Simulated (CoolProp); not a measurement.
Saturation properties of R365MFC (Tc = 460.0 K, pc = 3266 kPa, ω = 0.377).

Model: reference Helmholtz-energy equation of state, Lemmon 2016, in CoolProp.

```
T (K)  p (kPa)  vapour density (kg/m³)  enthalpy of vaporisation (kJ/kg)  liquid cp (kJ/(kg K))
-----  -------  ----------------------  --------------------------------  ---------------------
286.5    34.62                   2.199                             200.5                  1.355
289.9    40.19                   2.529                             199.0                  1.361
293.2    46.27                   2.886                               [?]                    [?]
296.5    53.07                   3.283                             196.0                  1.374
299.9    60.90                   3.735                             194.5                    [?]
303.2    69.35                   4.221                             193.0                  1.387
306.6    79.01                   4.772                             191.4                  1.394
309.9    89.38                   5.361                             189.8                  1.401
313.3    101.2                   6.026                             188.2                  1.408
316.6    113.7                   6.733                             186.6                  1.415
319.9    127.5                   7.504                             185.0                  1.422
323.3    143.1                   8.370                             183.2                  1.430
326.6    159.5                   9.285                             181.6                  1.437
330      178.0                     [?]                             179.8                  1.445
```

Question: Some entries are withheld; supply them.

Answer: 
- 293.2, enthalpy of vaporisation (kJ/kg): 197.5
- 293.2, liquid cp (kJ/(kg K)): 1.367
- 299.9, liquid cp (kJ/(kg K)): 1.380
- 330, vapour density (kg/m³): 10.31

It boils at 313.3 K under 1 atm.
